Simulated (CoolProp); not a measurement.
Vapour-liquid equilibrium of propane (1) + isopentane (2) at 330.4 K; x and y are mole fractions of (1).

Model: multi-fluid Helmholtz-energy mixture model, Lemmon 2009 and Lemmon 2006; pair parameters Kunz 2012, in CoolProp.

| x | bubble pressure (MPa) | y at the bubble point | dew pressure at overall composition x (MPa) | liquid density (mol/L) |
|---|---|---|---|---|
| 0.05 | 0.3426 | 0.275 | 0.2658 | 8.119 |
| 0.15 | 0.5131 | 0.540 | 0.2953 | 8.286 |
| 0.25 | 0.6767 | 0.673 | 0.3319 | 8.480 |
| 0.35 | 0.8376 | 0.756 | 0.3784 | 8.697 |
| 0.45 | 0.9989 | 0.815 | 0.4393 | 8.930 |
| 0.55 | 1.163 | 0.860 | 0.5223 | 9.169 |
| 0.65 | 1.331 | 0.897 | 0.6413 | 9.402 |
| 0.75 | 1.506 | 0.928 | 0.8231 | 9.611 |
| 0.85 | 1.691 | 0.957 | 1.123 | 9.771 |
| 0.95 | 1.891 | 0.985 | 1.643 | 9.849 |

No azeotrope shows between x = 0.05 and 0.95.

Pair parameters are fitted to limited data, so mixtures are less certain than the pure fluids. The gap from Raoult's law changes sign with composition, which may be real or a fault of the pair parameters; it wasn't checked against measurements.
